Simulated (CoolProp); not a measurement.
A simple Rankine cycle with propane: condensing at 292.15 K, boiler at 2.79 MPa, turbine inlet 349.1 K, turbine efficiency 0.75, pump efficiency 0.7, no recuperator. Each further row changes one setting.

The numbers come from the reference Helmholtz-energy equation of state, Lemmon 2009 in CoolProp.

```
case                             thermal efficiency (%)  net work (kJ/kg)  heat in (kJ/kg)  turbine exit temperature (K)  volume ratio over the turbine
-------------------------------  ----------------------  ----------------  ---------------  ----------------------------  -----------------------------
as stated                                           9.1              34.7              383                         293.5                           3.93
turbine inlet 369.1 K                               9.5              42.0              [?]                         320.3                           3.66
condensing temperature 284.15 K                    10.3              41.8              404                         286.0                            [?]
boiler pressure 1.95 MPa                            [?]               [?]              423                         316.2                           2.47
turbine efficiency 0.65                             7.7              29.4              383                         296.3                            [?]
```

Complete the blanks.


- turbine inlet 369.1 K, heat in (kJ/kg): 442
- condensing temperature 284.15 K, volume ratio over the turbine: 4.89
- boiler pressure 1.95 MPa, thermal efficiency (%): 7.2
- boiler pressure 1.95 MPa, net work (kJ/kg): 30.4
- turbine efficiency 0.65, volume ratio over the turbine: 3.99
